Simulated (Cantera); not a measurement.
A freely propagating, adiabatic, planar premixed flame of H2 : O2 : N2 = 1 : 0.515 : 1.94 (molar parts), equivalence ratio 0.97, unburnt at 600 K and 760 Torr; mixture-averaged transport, grid criteria slope 0.08 and curve 0.16, no radiation.

Detailed kinetics in Cantera: the H2/O2 subset of GRI-Mech 3.0, which has no nitrogen chemistry. Burning velocities carry a grid error of a few per cent, more on coarse grids.

Q: How do the results move with these cheaper or finer settings: unity-Lewis-number transport; multicomponent transport; multicomponent+Soret transport; grid criteria slope 0.5, curve 1; grid criteria slope 0.25, curve 0.5; grid criteria slope 0.03, curve 0.06?

A: 
| setting | laminar burning velocity | thermal thickness | peak x(H) | peak x(O) | grid points |
|---|---|---|---|---|---|
| as above | 730 cm/s | 0.465 mm | 0.0574 | 0.0140 | 128 |
| unity-Lewis-number transport | 489 cm/s | 0.351 mm | 0.0637 | 0.0144 | 120 |
| multicomponent transport | 718 cm/s | 0.462 mm | 0.0572 | 0.0140 | 128 |
| multicomponent+Soret transport | 680 cm/s | 0.455 mm | 0.0555 | 0.0138 | 128 |
| grid criteria slope 0.5, curve 1 | 856 cm/s | 0.580 mm | 0.0595 | 0.0141 | 47 |
| grid criteria slope 0.25, curve 0.5 | 784 cm/s | 0.515 mm | 0.0586 | 0.0141 | 63 |
| grid criteria slope 0.03, curve 0.06 | 716 cm/s | 0.453 mm | 0.0571 | 0.0139 | 276 |
Unity Lewis numbers drop preferential diffusion, which matters most where H2 and H carry the flame; Soret adds thermal diffusion.
